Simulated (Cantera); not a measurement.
Input: 1 mol Si, a varied amount of Br2, 1.7 mol H2, at 1.00 bar.

Points: T (K) = 525, 600, 675, 750, 825, 900, 975, 1050, 1125, 1200, 1275, 1350, 1425, 1500; n(Br2) (mol) = 0.77, 0.98, 1.2, 1.6, 2, 2.6, 3.3, 4.2, 5.3.

Cantera's Mixture.equilibrate('TP', solver="vcs", rtol=1e-11, max_steps=5000) on the NASA tables stopped like this:

```
ERROR: FAILURE its = 5001!

*******************************************************************************
CanteraError thrown by MultiPhase::equilibrate:
VCS solver failed. Return code: -1
*******************************************************************************
```

Task: What got this run through?

Result: One answer among several that fit: The failure is numerical, not chemical. The same input converged with solver="gibbs", rtol=1e-10, max_steps=50000, and the result passed a check of the equilibrium conditions:
```
    525       0.77  Si(cr)
    525       0.98  Si(cr)
    525        1.2  Si(cr)
    525        1.6  Si(cr)
    525          2  gas only
    525        2.6  gas only
    525        3.3  gas only
    525        4.2  gas only
    525        5.3  gas only
    600       0.77  Si(cr)
    600       0.98  Si(cr)
    600        1.2  Si(cr)
    600        1.6  Si(cr)
    600          2  gas only
    600        2.6  gas only
    600        3.3  gas only
    600        4.2  gas only
    600        5.3  gas only
    675       0.77  Si(cr)
    675       0.98  Si(cr)
    675        1.2  Si(cr)
    675        1.6  Si(cr)
    675          2  gas only
    675        2.6  gas only
    675        3.3  gas only
    675        4.2  gas only
    675        5.3  gas only
    750       0.77  Si(cr)
    750       0.98  Si(cr)
    750        1.2  Si(cr)
    750        1.6  Si(cr)
    750          2  gas only
    750        2.6  gas only
    750        3.3  gas only
    750        4.2  gas only
    750        5.3  gas only
    825       0.77  Si(cr)
    825       0.98  Si(cr)
    825        1.2  Si(cr)
    825        1.6  Si(cr)
    825          2  gas only
    825        2.6  gas only
    825        3.3  gas only
    825        4.2  gas only
    825        5.3  gas only
    900       0.77  Si(cr)
    900       0.98  Si(cr)
    900        1.2  Si(cr)
    900        1.6  Si(cr)
    900          2  gas only
    900        2.6  gas only
    900        3.3  gas only
    900        4.2  gas only
    900        5.3  gas only
    975       0.77  Si(cr)
    975       0.98  Si(cr)
    975        1.2  Si(cr)
    975        1.6  Si(cr)
    975          2  gas only
    975        2.6  gas only
    975        3.3  gas only
    975        4.2  gas only
    975        5.3  gas only
   1050       0.77  Si(cr)
   1050       0.98  Si(cr)
   1050        1.2  Si(cr)
   1050        1.6  Si(cr)
   1050          2  gas only
   1050        2.6  gas only
   1050        3.3  gas only
   1050        4.2  gas only
   1050        5.3  gas only
   1125       0.77  Si(cr)
   1125       0.98  Si(cr)
   1125        1.2  Si(cr)
   1125        1.6  Si(cr)
   1125          2  gas only
   1125        2.6  gas only
   1125        3.3  gas only
   1125        4.2  gas only
   1125        5.3  gas only
   1200       0.77  Si(cr)
   1200       0.98  Si(cr)
   1200        1.2  Si(cr)
   1200        1.6  Si(cr)
   1200          2  gas only
   1200        2.6  gas only
   1200        3.3  gas only
   1200        4.2  gas only
   1200        5.3  gas only
   1275       0.77  Si(cr)
   1275       0.98  Si(cr)
   1275        1.2  Si(cr)
   1275        1.6  Si(cr)
   1275          2  gas only
   1275        2.6  gas only
   1275        3.3  gas only
   1275        4.2  gas only
   1275        5.3  gas only
   1350       0.77  Si(cr)
   1350       0.98  Si(cr)
   1350        1.2  Si(cr)
   1350        1.6  Si(cr)
   1350          2  gas only
   1350        2.6  gas only
   1350        3.3  gas only
   1350        4.2  gas only
   1350        5.3  gas only
   1425       0.77  Si(cr)
   1425       0.98  Si(cr)
   1425        1.2  Si(cr)
   1425        1.6  Si(cr)
   1425          2  gas only
   1425        2.6  gas only
   1425        3.3  gas only
   1425        4.2  gas only
   1425        5.3  gas only
   1500       0.77  Si(cr)
   1500       0.98  Si(cr)
   1500        1.2  Si(cr)
   1500        1.6  Si(cr)
   1500          2  gas only
   1500        2.6  gas only
   1500        3.3  gas only
   1500        4.2  gas only
   1500        5.3  gas only
```

The gas is ideal and each condensed phase is pure. The tables' values for SiBr3 are old estimates.
